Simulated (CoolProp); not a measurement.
Vapour-liquid equilibrium of n-butane (1) + R113 (2) at -19.95 °C; x and y are mole fractions of (1).

Computed with CoolProp (multi-fluid Helmholtz-energy mixture model, Bücker 2006 and Marx 1992; pair parameters Bell 2016).

Problem. Give the bubble pressure and the first vapour's composition at x = 0.05, 0.5, 0.65. Is there an azeotrope?

Solution. x = 0.05: 0.008184 MPa, y = 0.393; x = 0.5: 0.02823 MPa, y = 0.896; x = 0.65: 0.03333 MPa, y = 0.933. No azeotrope shows between x = 0.05 and 0.95.

Pair parameters are fitted to limited data, so mixtures are less certain than the pure fluids.
